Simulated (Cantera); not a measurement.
Charge: 1 mol HgO, 1.7 mol H2, equilibrated at 0.133 bar.

These are equilibrium values from Cantera (NASA tables, ideal gas, pure condensed phases), not measurements of a reactor. Candidate condensed phases: H2O, Hg, HgO; 10 gas species. The numbers say what is thermodynamically allowed, not how fast it happens. All values below are at 1250 K.

Base state: H2O 0.370, Hg 0.370, H2 0.259 (mole fractions); condensed: gas only.

Task: What changes in the equilibrium state with this change: HgO replaced by Hg?

Result: 
| species | before | after |
|---|---|---|
| H2 | 0.259 | 0.630 |
| Hg | 0.370 | 0.370 |
| H2O | 0.370 | 0 |
